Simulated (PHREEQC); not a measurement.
Solution A (2.7 mol/kgw NaOH, 0.05 mol/kgw NaHCO3 and 2.9e-05 mol/kgw H4SiO4) is mixed with solution B (0.004 mol/kgw H3BO3 and 0.002 mol/kgw Na2CO3) at 25 °C; shares are by mass of water, 1 kg in all. No CO2 enters from the air. Only these solids could form: Nahcolite, Natron, SiO2(a), Trona, Borax, Boric_acid,s, NaBO2:4H2O, NaB5O8:5H2O.

Model: Pitzer model, pitzer.dat, run in PHREEQC.

```json
[
 {"share of solution B": "0", "pH": "14.38", "CO3-2 (mol/kgw)": "0.0500", "B(OH)4- (mol/kgw)": "0", "B(OH)3 (mol/kgw)": "0"},
 {"share of solution B": "0.1", "pH": "14.31", "CO3-2 (mol/kgw)": "0.0452", "B(OH)4- (mol/kgw)": "0.000400", "B(OH)3 (mol/kgw)": "2.28e-9"},
 {"share of solution B": "0.2", "pH": "14.24", "CO3-2 (mol/kgw)": "0.0404", "B(OH)4- (mol/kgw)": "0.000800", "B(OH)3 (mol/kgw)": "5.20e-9"},
 {"share of solution B": "0.3", "pH": "14.16", "CO3-2 (mol/kgw)": "0.0356", "B(OH)4- (mol/kgw)": "[?]", "B(OH)3 (mol/kgw)": "[?]"},
 {"share of solution B": "0.4", "pH": "[?]", "CO3-2 (mol/kgw)": "0.0308", "B(OH)4- (mol/kgw)": "0.00160", "B(OH)3 (mol/kgw)": "[?]"},
 {"share of solution B": "0.5", "pH": "13.98", "CO3-2 (mol/kgw)": "0.0260", "B(OH)4- (mol/kgw)": "0.00200", "B(OH)3 (mol/kgw)": "2.19e-8"},
 {"share of solution B": "0.6", "pH": "13.87", "CO3-2 (mol/kgw)": "0.0212", "B(OH)4- (mol/kgw)": "0.00240", "B(OH)3 (mol/kgw)": "3.37e-8"},
 {"share of solution B": "0.7", "pH": "13.74", "CO3-2 (mol/kgw)": "0.0164", "B(OH)4- (mol/kgw)": "0.00280", "B(OH)3 (mol/kgw)": "[?]"},
 {"share of solution B": "0.8", "pH": "[?]", "CO3-2 (mol/kgw)": "0.0116", "B(OH)4- (mol/kgw)": "0.00320", "B(OH)3 (mol/kgw)": "9.58e-8"},
 {"share of solution B": "0.9", "pH": "13.27", "CO3-2 (mol/kgw)": "0.00680", "B(OH)4- (mol/kgw)": "0.00360", "B(OH)3 (mol/kgw)": "2.26e-7"},
 {"share of solution B": "1", "pH": "9.14", "CO3-2 (mol/kgw)": "0.000150", "B(OH)4- (mol/kgw)": "0.00184", "B(OH)3 (mol/kgw)": "0.00216"}
]
```

Fill in the missing entries.


- 0.3, B(OH)4- (mol/kgw): 0.00120
- 0.3, B(OH)3 (mol/kgw): 9.05e-9
- 0.4, pH: 14.07
- 0.4, B(OH)3 (mol/kgw): 1.43e-8
- 0.7, B(OH)3 (mol/kgw): 5.39e-8
- 0.8, pH: 13.56

In brines, pH and single-ion activities rest on the MacInnes convention.
